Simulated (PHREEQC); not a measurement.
Consider water at 20 °C with 0.22 mol TMAH, 0.074 mol NaAlO2 and 0.067 mol NaHCO3 per kg of water. Closed to the air; pH follows from the charge balance.

Computed with PHREEQC (ion-association model, phreeqc.dat).

```json
{
  "pH": "13.17",
  "ionic_strength": "0.388 mol/kgw",
  "activity_of_water": "0.989",
  "total_alkalinity": "583 meq/kg"
}
```

```tsv
species	molality	activity	log γ
(CH3)4N+	0.220	0.148	-0.173
OH-	0.153	0.100	-0.184
Na+	0.121	0.0875	-0.140
Al(OH)4-	0.0740	0.0507	-0.164
CO3-2	0.0467	0.0118	-0.599
NaCO3-	0.0202	0.0148	-0.135
```

Precipitation was switched off in this run. Examples of supersaturated solids here: Gibbsite (slow to form). Others may be too. (CH3)4N+ isn't in the database: it is added as a free cation with an ion size of 4 Å.
